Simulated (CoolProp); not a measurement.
R410A at 293.15 K and 2.57 MPa is throttled through a valve to 0.112 MPa with no heat exchange. Each further row changes one setting.

Values from CoolProp's reference Helmholtz-energy equation of state, Lemmon 2003. It is a pseudo-pure fit of the blend.

| case | temperature change (K) | final phase | final density (kg/m³) |
|---|---|---|---|
| as stated | -69.4 | two-phase, vapour fraction 0.376 | 12.1 |
| outlet pressure 0.0336 MPa | -90.9 | two-phase, vapour fraction 0.454 | 3.26 |
| outlet pressure 0.146 MPa | -64.0 | two-phase, vapour fraction 0.354 | 16.5 |
